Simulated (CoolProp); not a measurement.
Vapour-liquid equilibrium of CHF3 (R23) (1) + R143a (2) at 249.3 K; x and y are mole fractions of (1).

The numbers come from the multi-fluid Helmholtz-energy mixture model, Penoncello 2003 and Lemmon and Jacobsen 2000; pair parameters Bell 2016 in CoolProp.

Problem. Give the bubble pressure and the first vapour's composition at x = 0.425, 0.65, 0.875. Is there an azeotrope?

Solution. x = 0.425: 6.558 bar, y = 0.735; x = 0.65: 8.796 bar, y = 0.869; x = 0.875: 11.04 bar, y = 0.957. No azeotrope shows between x = 0.05 and 0.95.

The pair parameters rest on a limited set of measurements; away from them the model extrapolates.
